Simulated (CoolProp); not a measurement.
R410A at 298.15 K and 0.127 MPa is throttled through a valve to 0.0699 MPa with no heat exchange. Each further row changes one setting.

Model: reference Helmholtz-energy equation of state, Lemmon 2003, in CoolProp. It is a pseudo-pure fit of the blend.

| case | temperature change (K) | final density (kg/m³) |
|---|---|---|
| as stated | [?] | [?] |
| outlet pressure 0.021 MPa | [?] | [?] |
| outlet pressure 0.0909 MPa | [?] | [?] |

**Question.** Complete the blanks.

**Answer.** 
- as stated, temperature change (K): -1.2
- as stated, final density (kg/m³): 2.07
- outlet pressure 0.021 MPa, temperature change (K): -2.2
- outlet pressure 0.021 MPa, final density (kg/m³): 0.621
- outlet pressure 0.0909 MPa, temperature change (K): -0.7
- outlet pressure 0.0909 MPa, final density (kg/m³): 2.70
